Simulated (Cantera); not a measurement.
Input (Python, Cantera) and output of one run.

```python
import numpy as np
import cantera as ct

gas_names = [...]  # 118 gases of nasa_gas.yaml made of C, Cl, F, H
cond_names = """
    C(gr) C6H6(L) C7H8(L) C8H18(L),n-octa
""".split()


# ... load() reads the species with a 1 bar reference pressure and builds the phases ...
atoms = {
    'CH2F2': {'C': 1, 'H': 2, 'F': 2},
    'HCl': {'H': 1, 'CL': 1},
}
top_T = {'C(gr)': 4500}  # K; cautious upper limits of use, not melting points


# ... equilibrate(T, P, feed) seeds the gas with the atoms and calls Mixture.equilibrate('TP', solver="vcs", rtol=1e-11, max_steps=5000) ...
results = []
feed = {'CH2F2': 1, 'HCl': 0.076}  # mol
T = 3473  # K
P = 4000  # Pa
mix = equilibrate(T, P, feed)
results.append((T, P, feed, dict(zip(mix.species_names, mix.species_moles))))
x = sorted(zip(gas.X, gas.species_names), reverse=True)
print(f"T = {T:g} K  P = {P:g} Pa  gas = {mix.phase_moles(0):.4g} mol")
print("   x: " + "  ".join(f"{s} {v:.3e}" for v, s in x if v > 0.0001))
print("   condensed (mol): " + ("  ".join(f"{mix.phase(i).name} {mix.phase_moles(i):.4g}"
      for i in range(1, mix.n_phases) if mix.phase_moles(i) > 1e-12) or "none"))
```

It prints:

```
T = 3473 K  P = 4000 Pa  gas = 3.185 mol
   x: HF 4.139e-01  H 2.203e-01  F 1.882e-01  C3 7.068e-02  C 3.025e-02  CF 2.475e-02  CL 2.287e-02  C2 1.600e-02  H2 6.296e-03  C2H 3.315e-03  C5 1.080e-03  HCL 9.843e-04  CF2 5.570e-04  C4 3.820e-04  C2H2,acetylene 3.094e-04  CH 1.102e-04
   condensed (mol): none
```

These are equilibrium values from Cantera (NASA tables, ideal gas, pure condensed phases), not measurements of a reactor.
